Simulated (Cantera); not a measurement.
An adiabatic, constant-pressure homogeneous reactor starts with 11.4 % CO, 0.354 % H2, 1.26 % CH4, 18.3 % O2, 68.7 % N2, equivalence ratio 0.46, at 1025 K and 0.800 bar.

Model: GRI-Mech 3.0 (53 species, 325 reactions), integrated in Cantera.

x: mole fraction; the columns are a selection and need not sum to one.

```json
[
 {"t (s)": "7.00e-6", "T (K)": "1025", "x CO": "0.114", "x H2": "0.00354", "x CH4": "0.0126", "x OH": "2.13e-11", "x CH2O": "<1e-12", "x C2H2": "<1e-12", "x C2H6": "<1e-12"},
 {"t (s)": "1.72e-5", "T (K)": "1025", "x CO": "0.114", "x H2": "0.00354", "x CH4": "0.0126", "x OH": "6.06e-11", "x CH2O": "<1e-12", "x C2H2": "<1e-12", "x C2H6": "<1e-12"},
 {"t (s)": "4.21e-5", "T (K)": "1025", "x CO": "0.114", "x H2": "0.00354", "x CH4": "0.0126", "x OH": "1.32e-10", "x CH2O": "4.97e-12", "x C2H2": "<1e-12", "x C2H6": "<1e-12"},
 {"t (s)": "0.000103", "T (K)": "1025", "x CO": "0.114", "x H2": "0.00354", "x CH4": "0.0126", "x OH": "2.24e-10", "x CH2O": "5.58e-11", "x C2H2": "<1e-12", "x C2H6": "<1e-12"},
 {"t (s)": "0.000253", "T (K)": "1025", "x CO": "0.114", "x H2": "0.00354", "x CH4": "0.0126", "x OH": "3.58e-10", "x CH2O": "5.35e-10", "x C2H2": "<1e-12", "x C2H6": "3.16e-12"},
 {"t (s)": "0.000622", "T (K)": "1025", "x CO": "0.114", "x H2": "0.00354", "x CH4": "0.0126", "x OH": "8.43e-10", "x CH2O": "5.03e-9", "x C2H2": "<1e-12", "x C2H6": "1.10e-10"},
 {"t (s)": "0.00153", "T (K)": "1025", "x CO": "0.114", "x H2": "0.00354", "x CH4": "0.0126", "x OH": "(withheld)", "x CH2O": "7.97e-8", "x C2H2": "<1e-12", "x C2H6": "9.80e-9"},
 {"t (s)": "0.00374", "T (K)": "1039", "x CO": "0.114", "x H2": "0.00369", "x CH4": "0.0117", "x OH": "(withheld)", "x CH2O": "0.000305", "x C2H2": "8.11e-9", "x C2H6": "9.03e-5"},
 {"t (s)": "0.00918", "T (K)": "2165", "x CO": "0.00359", "x H2": "0.000149", "x CH4": "<1e-12", "x OH": "(withheld)", "x CH2O": "<1e-12", "x C2H2": "<1e-12", "x C2H6": "<1e-12"},
 {"t (s)": "0.0225", "T (K)": "2178", "x CO": "0.00238", "x H2": "0.000101", "x CH4": "<1e-12", "x OH": "0.00219", "x CH2O": "<1e-12", "x C2H2": "<1e-12", "x C2H6": "<1e-12"},
 {"t (s)": "0.0552", "T (K)": "2177", "x CO": "0.00236", "x H2": "0.000100", "x CH4": "<1e-12", "x OH": "0.00218", "x CH2O": "<1e-12", "x C2H2": "<1e-12", "x C2H6": "<1e-12"},
 {"t (s)": "0.135", "T (K)": "2175", "x CO": "0.00233", "x H2": "9.92e-5", "x CH4": "<1e-12", "x OH": "0.00216", "x CH2O": "<1e-12", "x C2H2": "<1e-12", "x C2H6": "<1e-12"},
 {"t (s)": "0.332", "T (K)": "2170", "x CO": "0.00227", "x H2": "9.71e-5", "x CH4": "<1e-12", "x OH": "0.00212", "x CH2O": "<1e-12", "x C2H2": "<1e-12", "x C2H6": "<1e-12"},
 {"t (s)": "0.815", "T (K)": "2166", "x CO": "0.00221", "x H2": "9.48e-5", "x CH4": "<1e-12", "x OH": "0.00207", "x CH2O": "<1e-12", "x C2H2": "<1e-12", "x C2H6": "<1e-12"},
 {"t (s)": "2.00", "T (K)": "2164", "x CO": "0.00219", "x H2": "9.40e-5", "x CH4": "<1e-12", "x OH": "0.00205", "x CH2O": "<1e-12", "x C2H2": "<1e-12", "x C2H6": "<1e-12"}
]
```

Q: Some entries are withheld; supply them.

A: 
- 0.00153, x OH: 5.46e-9
- 0.00374, x OH: 1.00e-5
- 0.00918, x OH: 0.00263
